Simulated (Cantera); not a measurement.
Input: 1 mol CCl4, 0.069 mol F2, 14 mol H2, held at 0.133 bar.

Equilibrium computed with Cantera from the NASA thermochemical tables; the gas is ideal and each condensed phase is pure. Candidate condensed phases: C, C6H6, C7H8, C8H18; 118 gas species. Equilibrium is a limit: real reactors are often held back by kinetics, nucleation or transport.

At 2748 K, list the 7 most abundant gas species with their mole fractions, and the condensed phases.

H2 0.603, HCl 0.194, H 0.144, Cl 0.0323, C2H2 (acetylene) 0.0169, HF 0.00782, C2H 0.000466. Condensed: C(graphite).
